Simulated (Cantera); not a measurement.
Input (Python, Cantera) and output of one run.

```python
import numpy as np
import cantera as ct

gas_names = [...]  # 113 gases of nasa_gas.yaml made of C, H, O, Pb
cond_names = """
    C(gr) C6H6(L) C7H8(L) C8H18(L),n-octa H2O(s) H2O(L) Pb(cr) Pb(L) PbO(rd) PbO(yw) PbO(L) PbO2(s)
    Pb3O4(s)
""".split()


# ... load() reads the species with a 1 bar reference pressure and builds the phases ...
atoms = {
    'PbO': {'Pb': 1, 'O': 1},
    'CO': {'C': 1, 'O': 1},
    'H2': {'H': 2},
}
top_T = {'C(gr)': 4500, 'Pb3O4(s)': 820}  # K; cautious upper limits of use, not melting points


# ... equilibrate(T, P, feed) seeds the gas with the atoms and calls Mixture.equilibrate('TP', solver="vcs", rtol=1e-11, max_steps=5000) ...
results = []
feed = {'PbO': 1, 'CO': 2.1, 'H2': 2.6}  # mol
T = 2073.15  # K
P = 29000  # Pa
mix = equilibrate(T, P, feed)
results.append((T, P, feed, dict(zip(mix.species_names, mix.species_moles))))
x = sorted(zip(gas.X, gas.species_names), reverse=True)
print(f"T = {T:g} K  P = {P:g} Pa  gas = {mix.phase_moles(0):.4g} mol")
print("   x: " + "  ".join(f"{s} {v:.3e}" for v, s in x if v > 0.0001))
print("   condensed (mol): " + ("  ".join(f"{mix.phase(i).name} {mix.phase_moles(i):.4g}"
      for i in range(1, mix.n_phases) if mix.phase_moles(i) > 1e-12) or "none"))
```

Output:

```
T = 2073.15 K  P = 29000 Pa  gas = 5.708 mol
   x: CO 3.361e-01  H2 3.113e-01  Pb 1.746e-01  H2O 1.428e-01  CO2 3.180e-02  H 2.727e-03  PbO 4.721e-04  OH 1.423e-04
   condensed (mol): none
```

Method: chemical equilibrium by Gibbs-energy minimisation in Cantera with the NASA 1993 tables (ideal gas, pure condensed phases). Gases not in the tables: (PbO)n polymers.
